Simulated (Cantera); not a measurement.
An adiabatic, constant-volume homogeneous reactor starts with CH₃OH : O₂ : N₂ : H₂O = 1 : 1.36 : 7.77 : 2.1 (molar parts), equivalence ratio 1.1, at 1700 K and 750 Torr. Integrator tolerance rtol = 1e-08.

Model: GRI-Mech 3.0 (53 species, 325 reactions), integrated in Cantera. GRI-Mech 3.0 was tuned for natural gas; its chemistry of methanol as a main component is partial and can be far from experiment.

What does this change do: pressure from 750 Torr to 7500 Torr?


| quantity | before | after |
|---|---|---|
| time of steepest temperature rise | 29.2 µs | 4.24 µs |
| temperature at 1.00 s | 2658 K | 2801 K |
| equilibrium temperature | 2658 K | 2801 K |
| x(CH₃OH) at 1.00 s | <1e-12 (gas-phase equilibrium <1e-12) | <1e-12 (gas-phase equilibrium <1e-12) |
| x(O₂) at 1.00 s | 0.0102 (gas-phase equilibrium 0.0102) | 0.00594 (gas-phase equilibrium 0.00594) |
| x(H₂O) at 1.00 s | 0.274 (gas-phase equilibrium 0.274) | 0.287 (gas-phase equilibrium 0.287) |
| x(CO) at 1.00 s | 0.0289 (gas-phase equilibrium 0.0289) | 0.0245 (gas-phase equilibrium 0.0245) |
| x(CH₂CO) at 1.00 s | <1e-12 (gas-phase equilibrium <1e-12) | <1e-12 (gas-phase equilibrium <1e-12) |
| x(C₂H₄) at 1.00 s | <1e-12 (gas-phase equilibrium <1e-12) | <1e-12 (gas-phase equilibrium <1e-12) |
| x(NO₂) at 1.00 s | 1.24e-6 (gas-phase equilibrium 1.24e-6) | 2.55e-6 (gas-phase equilibrium 2.55e-6) |

What does this change do: pressure from 750 Torr to 525 Torr?


| quantity | before | after |
|---|---|---|
| time of steepest temperature rise | 29.2 µs | 40.7 µs |
| temperature at 1.00 s | 2658 K | 2635 K |
| equilibrium temperature | 2658 K | 2635 K |
| x(CH₃OH) at 1.00 s | <1e-12 (gas-phase equilibrium <1e-12) | <1e-12 (gas-phase equilibrium <1e-12) |
| x(O₂) at 1.00 s | 0.0102 (gas-phase equilibrium 0.0102) | 0.0109 (gas-phase equilibrium 0.0109) |
| x(H₂O) at 1.00 s | 0.274 (gas-phase equilibrium 0.274) | 0.272 (gas-phase equilibrium 0.272) |
| x(CO) at 1.00 s | 0.0289 (gas-phase equilibrium 0.0289) | 0.0296 (gas-phase equilibrium 0.0296) |
| x(CH₂CO) at 1.00 s | <1e-12 (gas-phase equilibrium <1e-12) | <1e-12 (gas-phase equilibrium <1e-12) |
| x(C₂H₄) at 1.00 s | <1e-12 (gas-phase equilibrium <1e-12) | <1e-12 (gas-phase equilibrium <1e-12) |
| x(NO₂) at 1.00 s | 1.24e-6 (gas-phase equilibrium 1.24e-6) | 1.09e-6 (gas-phase equilibrium 1.09e-6) |
